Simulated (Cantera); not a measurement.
What does this Cantera script print?

```python
import numpy as np
import cantera as ct

gas_names = """
    H H2 N NH NH2 NH3 N2 N2H2 N2H4 V VN
""".split()
cond_names = """
    V(cr) V(L) VN(s)
""".split()


def load(file, names, dense=False):
    # The tables refer to 1 bar. Condensed volumes are neglected.
    table = {s.name: s for s in ct.Species.list_from_file(file)}
    out = []
    for n in names:
        d = dict(table[n].input_data)
        d["thermo"] = dict(d["thermo"], **{"reference-pressure": 1e5})
        if dense:
            d["equation-of-state"] = {"model": "constant-volume", "density": "1e6 g/cm^3"}
        out.append(ct.Species.from_dict(d))
    return out


gas = ct.Solution(thermo="ideal-gas", species=load("nasa_gas.yaml", gas_names))
cond = {s.name: ct.Solution(thermo="fixed-stoichiometry", species=[s], name=s.name)
        for s in load("nasa_condensed.yaml", cond_names, dense=True)}
atoms = {
    'V': {'V': 1},
    'NH3': {'N': 1, 'H': 3},
}
top_T = {'VN(s)': 2300}  # K; cautious upper limits of use, not melting points


def equilibrate(T, P, feed):
    n = {}
    for name, mol in feed.items():
        for a, k in atoms[name].items():
            n[a] = n.get(a, 0.0) + k * mol
    gas.TPX = T, P, n
    mass = sum(n.values()) * gas.mean_molecular_weight
    gas.equilibrate("TP")
    valid = [c for c in cond.values() if c.min_temp <= T <= top_T.get(c.name, c.max_temp)]
    mix = ct.Mixture([(gas, mass / gas.mean_molecular_weight)] + [(c, 0.0) for c in valid])
    mix.T, mix.P = T, P
    mix.equilibrate("TP", solver="vcs", rtol=1e-11, max_steps=5000)
    return mix


results = []
feed = {'V': 1, 'NH3': 7.3}  # mol
P = 98  # Pa
for T in [1350, 1450, 1550, 1650, 1750, 1850, 1950, 2050]:
    mix = equilibrate(T, P, feed)
    results.append((T, P, feed, dict(zip(mix.species_names, mix.species_moles))))

top = {s: max(r[3][s] / sum(r[3][g] for g in gas_names) for r in results) for s in gas_names}
cols = sorted((s for s in top if top[s] > 1e-06), key=lambda s: -top[s])[:9]
seen = [c for c in cond_names if any(r[3].get(c, 0) > 1e-12 for r in results)]
print("log10 of partial pressures in bar; condensed amounts in mol")
print(f"{'T/K':>10s}" + "".join(f"{s[:9]:>10s}" for s in cols + seen))
for T, P, feed, n in results:
    ng = sum(n[g] for g in gas_names)
    print(f"{T:10.4g}" + "".join(f"{np.log10(max(n[s] / ng * P / 1e5, 1e-99)):10.3f}" for s in cols)
          + "".join(f"{n.get(c, 0):10.4g}" for c in seen))
```

It prints:

```
log10 of partial pressures in bar; condensed amounts in mol
       T/K        H2        N2         H         V     V(cr)     VN(s)
      1350    -3.119    -3.660    -7.182   -14.179         0         1
      1450    -3.119    -3.660    -6.584   -12.254         0         1
      1550    -3.119    -3.660    -6.061   -10.582         0         1
      1650    -3.120    -3.660    -5.602    -9.115         0         1
      1750    -3.122    -3.661    -5.194    -7.820         0    0.9998
      1850    -3.141    -3.614    -4.839    -6.706     0.997         0
      1950    -3.150    -3.618    -4.516    -5.975    0.9839         0
      2050    -3.168    -3.626    -4.228    -5.317    0.9256         0
```

Equilibrium computed with Cantera from the NASA thermochemical tables; the gas is ideal and each condensed phase is pure. VN: taken at fixed stoichiometry. Condensed phases not in the tables: V2N, N, O or C dissolved in the metal.
